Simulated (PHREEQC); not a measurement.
Solution (2.7 °C): 0.0465 mol/kgw MgSO4, 1.65e-05 mol/kgw MnCl2 and 2.5e-05 mol/kgw KBr. It is in equilibrium with CO2 at log p = -3.4 (atm). Otherwise closed; pH follows from the charge balance.

Model: ion-association model, wateq4f.dat, run in PHREEQC.

Precipitation was switched off in this run.

Order these C species by the share of C that they hold, largest first: MgHCO3+, CO2, HCO3-.

CO2 (85 %), HCO3- (14 %), MgHCO3+ (1.9 %)

The pH is 5.63 and the ionic strength 0.121 mol/kgw. Species that the database lacks are ignored. At this temperature some constants are extrapolated from 25 °C, and those without enthalpy data are left unchanged.
